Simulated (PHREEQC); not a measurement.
1 kg of water holding 0.019 mol MgSO4, 0.088 mol K2SO4, 0.33 mol Na2SO4 and 0.16 mol NaCl is evaporated at 75 °C; the solids stay in contact with the brine. The system is closed to CO2. Only these solids could form: Arcanite, Bischofite, Bloedite, Brucite, Carnallite, Epsomite, Glaserite, Halite, Hexahydrite, Kainite, Kieserite, Leonite, Mirabilite, Misenite, Schoenite, Sylvite, Thenardite, MgCl2_4H2O.

All values are PHREEQC results (Pitzer model, pitzer.dat), not measurements.

### Question
Predict ionic strength, water activity at water left (kg) = 0.5552, 0.3082, 0.1711, 0.05275.

### Answer
```tsv
water left (kg)	ionic strength	water activity
0.5552	2.68	0.963
0.3082	4.83	0.934
0.1711	8.71	0.882
0.05275	10.5	0.809
```

Complexes and solids missing from the database can't appear. Away from 25 °C the constants follow the database's enthalpies or fits; those with neither stay at their 25 °C values.
